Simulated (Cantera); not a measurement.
A Cantera script and what it prints.

```python
import numpy as np
import cantera as ct

gas_names = """
    CL CL2 H HCL H2 Si SiCL SiCL2 SiCL3 SiCL4 SiH SiHCL3 SiH2 SiH2CL2 SiH3 SiH3CL SiH4 Si2 Si3
""".split()
cond_names = """
    Si(cr) Si(L)
""".split()


def load(file, names, dense=False):
    # The tables refer to 1 bar. Condensed volumes are neglected.
    table = {s.name: s for s in ct.Species.list_from_file(file)}
    out = []
    for n in names:
        d = dict(table[n].input_data)
        d["thermo"] = dict(d["thermo"], **{"reference-pressure": 1e5})
        if dense:
            d["equation-of-state"] = {"model": "constant-volume", "density": "1e6 g/cm^3"}
        out.append(ct.Species.from_dict(d))
    return out


gas = ct.Solution(thermo="ideal-gas", species=load("nasa_gas.yaml", gas_names))
cond = {s.name: ct.Solution(thermo="fixed-stoichiometry", species=[s], name=s.name)
        for s in load("nasa_condensed.yaml", cond_names, dense=True)}
atoms = {
    'Si': {'Si': 1},
    'HCl': {'H': 1, 'CL': 1},
}
top_T = {}  # K; cautious upper limits of use, not melting points


def equilibrate(T, P, feed):
    n = {}
    for name, mol in feed.items():
        for a, k in atoms[name].items():
            n[a] = n.get(a, 0.0) + k * mol
    gas.TPX = T, P, n
    mass = sum(n.values()) * gas.mean_molecular_weight
    gas.equilibrate("TP")
    valid = [c for c in cond.values() if c.min_temp <= T <= top_T.get(c.name, c.max_temp)]
    mix = ct.Mixture([(gas, mass / gas.mean_molecular_weight)] + [(c, 0.0) for c in valid])
    mix.T, mix.P = T, P
    mix.equilibrate("TP", solver="vcs", rtol=1e-11, max_steps=5000)
    return mix


results = []
feed = {'Si': 1, 'HCl': 1.2}  # mol
T = 875  # K
P = 620  # Pa
mix = equilibrate(T, P, feed)
results.append((T, P, feed, dict(zip(mix.species_names, mix.species_moles))))
x = sorted(zip(gas.X, gas.species_names), reverse=True)
print(f"T = {T:g} K  P = {P:g} Pa  gas = {mix.phase_moles(0):.4g} mol")
print("   x: " + "  ".join(f"{s} {v:.3e}" for v, s in x if v > 0.001))
print("   condensed (mol): " + ("  ".join(f"{mix.phase(i).name} {mix.phase_moles(i):.4g}"
      for i in range(1, mix.n_phases) if mix.phase_moles(i) > 1e-12) or "none"))
```

It prints:

```
T = 875 K  P = 620 Pa  gas = 0.8963 mol
   x: H2 6.464e-01  SiCL4 3.061e-01  SiHCL3 3.184e-02  HCL 1.360e-02  SiCL3 1.389e-03
   condensed (mol): Si(cr) 0.6953
```

These are equilibrium values from Cantera (NASA tables, ideal gas, pure condensed phases), not measurements of a reactor. The tables' values for SiCl3 are old estimates; treat these amounts as uncertain.
